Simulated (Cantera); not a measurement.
A closed system holds: 1 mol Si3N4, 0.11 mol N2O, 1.4 mol H2, held at 1000 Pa.

These are equilibrium values from Cantera (NASA tables, ideal gas, pure condensed phases), not measurements of a reactor. Candidate condensed phases: H2O, Si, SiO2, Si2N2O, Si3N4; 35 gas species. Mutual solubility and eutectic melting of coexisting phases are not modelled. Gases not in the tables: Si2H6 and higher silanes. Kinetics and transport are ignored.

Problem. At 1450 °C, list the 4 most abundant gas species with their mole fractions, and the condensed phases.

Solution. H2 0.753, N2 0.237, SiO 0.00921, H 0.00158. Condensed: Si(l) + Si2N2O(s) + Si3N4(s).
